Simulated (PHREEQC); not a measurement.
Solution (20 °C): 2.1 mmol/kgw LiF. Closed to the air; pH follows from the charge balance.

The numbers come from PHREEQC with the ion-association model, phreeqc.dat.

```json
[
 {"quantity": "pH", "before": "7.36", "after": "7.09"},
 {"quantity": "HF (mol/kgw)", "before": "1.19e-7", "after": "2.34e-9"}
]
```

Task: Which change was made?
(A) diluted 2-fold with water
(B) LiF from 0.0021 to 0.00315 mol/kgw
(C) diluted 100-fold with water
(D) temperature from 20 to 5 °C

Result: C, diluted 100-fold with water

This is a speciation only: nothing precipitates in the calculation.
